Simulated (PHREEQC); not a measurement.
Make-up at 20 °C: 3.8 mmol/kgw KF, 120 mmol/kgw NH4HF2, 0.91 mmol/kgw H4SiO4 and 0.05 mmol/kgw H2SO4. Closed to the air; pH follows from the charge balance.

Model: ion-association model, phreeqc.dat, run in PHREEQC.

Precipitation was switched off in this run.

Question: Order these S species by the share of S that they hold, largest first: HSO4-, NH4SO4-, SO4-2, KSO4-.

Answer: SO4-2 (64 %), NH4SO4- (33 %), HSO4- (2.3 %), KSO4- (0.53 %)

The pH is 3.03 and the ionic strength 0.126 mol/kgw. SiF6-2 is the database's only silicon fluoride.
